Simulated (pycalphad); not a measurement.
## Phase fractions of Si-0.52Al (at.%)

CALPHAD calculation (pycalphad, COST 507 light-alloy database (1999)), 1 atm. The database dates from 1999; later assessments differ in places, in temperatures and in the compounds included. Phase fractions are per mole of atoms.

```csv
T (K),LIQUID,DIAMOND_A4,FCC_A1
1700,1.000,-,-
1625,0.041,0.959,-
1550,0.020,0.980,-
1475,0.015,0.985,-
1400,0.012,0.988,-
1325,0.010,0.990,-
1250,0.009,0.991,-
1175,?,?,-
1100,0.007,0.993,-
1025,0.007,0.993,-
950,0.006,0.994,-
875,0.006,0.994,-
800,-,0.995,0.005
725,-,0.995,0.005
650,-,0.995,0.005
575,-,0.995,0.005
500,-,0.995,0.005
```

Question: What belongs in the gaps?

Answer: 
- 1175, LIQUID: 0.008
- 1175, DIAMOND_A4: 0.992

FCC_A1 is fcc; DIAMOND_A4 is diamond (Si).
